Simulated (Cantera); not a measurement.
Input: 1 mol Pb, 1.6 mol CO, 0.22 mol N2.

These are equilibrium values from Cantera (NASA tables, ideal gas, pure condensed phases), not measurements of a reactor. Candidate condensed phases: C, Pb, PbO, PbO2, Pb3O4; 27 gas species. Equilibrium is a limit: real reactors are often held back by kinetics, nucleation or transport.

Problem. What condenses at these points (T in °C, P in Pa): (652, 1000000); (802, 1400); (1102, 1000000); (1252, 270); (1177, 10); (952, 270)?

Solution. 
```
T (°C)  P in Pa  condensed phases  Pb condensed (%)
------  -------  ----------------  ----------------
652     1000000            C + Pb             100.0
802        1400            C + Pb              99.0
1102    1000000            C + Pb              99.9
1252        270          gas only               0.0
1177         10          gas only               0.0
952         270                Pb               3.7
```
